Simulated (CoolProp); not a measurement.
Computed with CoolProp (reference Helmholtz-energy equation of state, Lemmon 2022).

Give the vapour pressure (MPa), surface tension (mN/m), liquid viscosity (µPa s), vapour viscosity (µPa s) of saturated R1234yf at 210.6, 314 K.


```tsv
T (K)	p (MPa)	surface tension (mN/m)	liquid viscosity (µPa s)	vapour viscosity (µPa s)
210.6	0.0180	19.2	476	8.67
314	1.04	4.31	119	13.4
```

Viscosity comes from a separate model (Bell 2016), an estimate that may be off by 10 % or more. Surface tension comes from a separate correlation (Mulero 2012).
